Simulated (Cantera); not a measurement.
**Stirred combustor or abatement burner**

A perfectly stirred reactor is fed with 6.67 % CH₄, 1.40 % H₂, 15.9 % O₂, 60.0 % N₂, 16.0 % CO₂, equivalence ratio 0.88, at 1.20 bar; it is adiabatic with a 650 K inlet, and is followed from long to short residence time, starting on the burning branch (τ in s: 0.11, 0.032, 0.0098, 0.003, 0.0009, 0.00027, 8.2e-05, 2.5e-05, 7.5e-06).

Cantera simulation using GRI-Mech 3.0 (53 species, 325 reactions); the numbers are that mechanism's predictions, not measurements.

| τ (s) | T (K) | x CH₄ | x H₂ | x O₂ | x NO | x NO₂ | x CH₂CO | x C₂H₂ |
|---|---|---|---|---|---|---|---|---|
| 0.11 | 2011 | 4.86e-6 | 0.000604 | 0.0209 | 0.000160 | 9.36e-8 | 1.05e-9 | 7.32e-10 |
| 0.032 | 1988 | 1.20e-5 | 0.00100 | 0.0223 | 8.81e-5 | 5.00e-8 | 4.30e-9 | 2.61e-9 |
| 0.0098 | 1949 | 2.76e-5 | 0.00169 | 0.0246 | 5.48e-5 | 2.80e-8 | 1.43e-8 | 6.77e-9 |
| 0.0030 | 1892 | 6.56e-5 | 0.00275 | 0.0279 | 3.57e-5 | 1.61e-8 | 4.12e-8 | 1.65e-8 |
| 0.00090 | 1816 | 0.000171 | 0.00421 | 0.0323 | 2.32e-5 | 9.45e-9 | 1.19e-7 | 4.65e-8 |
| 0.00027 | 1725 | 0.000527 | 0.00617 | 0.0381 | 1.33e-5 | 5.20e-9 | 4.54e-7 | 2.01e-7 |
| 8.2e-5 | 650 | 0.0667 | 0.0140 | 0.159 | <1e-12 | <1e-12 | <1e-12 | <1e-12 |
| 2.5e-5 | 650 | 0.0667 | 0.0140 | 0.159 | <1e-12 | <1e-12 | <1e-12 | <1e-12 |
| 7.5e-6 | 650 | 0.0667 | 0.0140 | 0.159 | <1e-12 | <1e-12 | <1e-12 | <1e-12 |
x: mole fraction; the columns are a selection and need not sum to one.
